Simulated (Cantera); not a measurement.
# Adiabatic ignition

An adiabatic, constant-pressure homogeneous reactor starts with 10.1 % CH4, 0.836 % H2, 18.7 % O2, 70.3 % N2, equivalence ratio 1.1, at 950 K and 100000 Pa.

Cantera simulation using GRI-Mech 3.0 (53 species, 325 reactions); the numbers are that mechanism's predictions, not measurements. Below about 1000 K GRI-Mech 3.0 lacks low-temperature oxidation paths.

| t (s) | T (K) | x CH4 | x H2 | x O2 | x OH | x N2O | x NO2 | x H2O2 |
|---|---|---|---|---|---|---|---|---|
| 1.00e-6 | 950 | 0.101 | 0.00836 | 0.187 | <1e-12 | <1e-12 | <1e-12 | <1e-12 |
| 3.15e-6 | 950 | 0.101 | 0.00836 | 0.187 | <1e-12 | <1e-12 | <1e-12 | <1e-12 |
| 9.92e-6 | 950 | 0.101 | 0.00836 | 0.187 | <1e-12 | <1e-12 | <1e-12 | <1e-12 |
| 3.12e-5 | 950 | 0.101 | 0.00836 | 0.187 | <1e-12 | <1e-12 | <1e-12 | <1e-12 |
| 9.84e-5 | 950 | 0.101 | 0.00836 | 0.187 | <1e-12 | <1e-12 | <1e-12 | <1e-12 |
| 0.000310 | 950 | 0.101 | 0.00836 | 0.187 | <1e-12 | <1e-12 | <1e-12 | 4.76e-12 |
| 0.000976 | 950 | 0.101 | 0.00836 | 0.187 | <1e-12 | <1e-12 | <1e-12 | 4.97e-11 |
| 0.00307 | 950 | 0.101 | 0.00836 | 0.187 | 2.56e-12 | <1e-12 | <1e-12 | 5.81e-10 |
| 0.00968 | 950 | 0.101 | 0.00836 | 0.187 | 1.19e-11 | <1e-12 | <1e-12 | 8.60e-9 |
| 0.0305 | 950 | 0.101 | 0.00836 | 0.187 | 5.97e-10 | <1e-12 | <1e-12 | 3.08e-7 |
| 0.0960 | 952 | 0.101 | 0.00831 | 0.187 | 2.91e-9 | 1.35e-11 | <1e-12 | 3.44e-6 |
| 0.302 | 972 | 0.0979 | 0.00836 | 0.185 | 2.51e-8 | 1.32e-10 | <1e-12 | 4.04e-5 |
| 0.953 | 2541 | <1e-12 | 0.0174 | 0.00567 | 0.00894 | 1.95e-7 | 5.29e-7 | 1.04e-7 |
| 3.00 | 2541 | <1e-12 | 0.0174 | 0.00567 | 0.00894 | 1.95e-7 | 5.29e-7 | 1.04e-7 |
x: mole fraction; the columns are a selection and need not sum to one.

time of steepest temperature rise: 0.367 s
temperature at 3.00 s: 2541 K
equilibrium temperature: 2541 K
x(CH4) at 3.00 s: <1e-12 (gas-phase equilibrium <1e-12)
x(H2) at 3.00 s: 0.0174 (gas-phase equilibrium 0.0174)
x(O2) at 3.00 s: 0.00567 (gas-phase equilibrium 0.00567)
